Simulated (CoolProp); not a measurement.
Vapour-liquid equilibrium of n-pentane (1) + acetone (2) at 0.652 MPa; x and y are mole fractions of (1).

Values from CoolProp's multi-fluid Helmholtz-energy mixture model, Thol 2019 and Lemmon 2006; pair parameters Bell 2016.

Give the bubble temperature and the first vapour's composition at x = 0.05, 0.275, 0.425. Is there an azeotrope?

x = 0.05: 390.7 K, y = 0.147; x = 0.275: 377.3 K, y = 0.470; x = 0.425: 374.0 K, y = 0.564. y crosses x between x = 0.65 and 0.725: the model has an azeotrope there.

The pair parameters rest on a limited set of measurements; away from them the model extrapolates.
